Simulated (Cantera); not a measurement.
Premixed flame

A freely propagating, adiabatic, planar premixed flame of CH3OH : O2 : N2 : CO2 = 1 : 1.95 : 7.32 : 2.9 (molar parts), equivalence ratio 0.77, unburnt at 600 K and 7500 Torr; mixture-averaged transport, grid criteria slope 0.08 and curve 0.16, no radiation.

Computed with Cantera and GRI-Mech 3.0 (53 species, 325 reactions). GRI-Mech 3.0 was tuned for natural gas; its chemistry of methanol as a main component is partial and can be far from experiment. Burning velocities carry a grid error of a few per cent, more on coarse grids.

```tsv
z (mm)	T (K)	u (m/s)	x CH3OH	x O2	x CO2	x H2O2	x C2H6	x HCO
-0.537	602	0.122	0.0758	0.148	0.220	1.91e-6	<1e-8	<1e-8
-0.358	613	0.124	0.0752	0.146	0.220	1.29e-5	<1e-8	<1e-8
-0.268	639	0.130	0.0735	0.143	0.219	3.90e-5	<1e-8	<1e-8
-0.179	737	0.151	0.0669	0.132	0.219	0.000132	<1e-8	<1e-8
-0.0894	1033	0.215	0.0428	0.102	0.225	0.000381	<1e-8	<1e-8
-0.0447	1296	0.274	0.0185	0.0759	0.236	0.000357	<1e-8	6.88e-7
0	1569	0.333	0.000828	0.0503	0.253	1.79e-5	<1e-8	3.87e-6
0.0447	1699	0.358	1.74e-7	0.0391	0.270	1.19e-6	<1e-8	1.30e-8
0.0894	1747	0.367	<1e-8	0.0355	0.278	7.14e-7	<1e-8	<1e-8
0.179	1776	0.373	<1e-8	0.0335	0.282	3.36e-7	<1e-8	<1e-8
0.358	1788	0.375	<1e-8	0.0328	0.284	1.38e-7	<1e-8	<1e-8
0.716	1791	0.375	<1e-8	0.0327	0.285	7.98e-8	<1e-8	<1e-8
1.43	1791	0.375	<1e-8	0.0327	0.285	7.26e-8	<1e-8	<1e-8
```
x: mole fraction of selected species; z is measured from the peak of heat release.

| Item | Result |
|---|---|
| laminar burning velocity | 12.1 cm/s |
| thermal thickness | 0.179 mm |
| peak x(H2O2) | 0.000427 |
| peak x(C2H6) | <1e-8 |
| peak x(HCO) | 4.15e-6 |
| grid points | 119 |
